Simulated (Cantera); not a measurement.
Ignition delay

Mixture: 16.1 % CH₄, 5.14 % CO, 16.6 % O₂, 62.2 % N₂, equivalence ratio 2.1, at 1000000 Pa, adiabatic and at constant pressure. Ignition delay is the time to a rise of 400 K.

Cantera simulation using GRI-Mech 3.0 (53 species, 325 reactions); the numbers are that mechanism's predictions, not measurements.

```
T0 (K)  delay (ms)
------  ----------
1075          80.9
1125          36.0
1175          17.0
1225          8.40
1275          4.33
1325          2.31
1375          1.27
1425         0.717
1475         0.414
```

| Item | Result |
|---|---|
| apparent activation energy between 1375 and 1475 K | 190 kJ/mol |
